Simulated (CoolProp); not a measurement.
Saturation properties of isobutene.

The numbers come from the reference Helmholtz-energy equation of state, Lemmon 2005 in CoolProp. It is a short technical equation, of lower accuracy than the large ones.

```tsv
T (K)	p (bar)	vapour density (kg/m³)	liquid cp (kJ/(kg K))
202.1	0.03195	0.1071	2.013
222.3	0.1222	0.3748	2.067
242.5	0.3616	1.028	2.133
262.7	0.8836	2.362	2.210
282.9	1.868	4.763	2.299
303.1	3.534	8.727	2.405
323.3	6.127	14.92	2.533
343.5	9.922	24.31	2.697
```

It boils at 266.1 K under 1 atm.
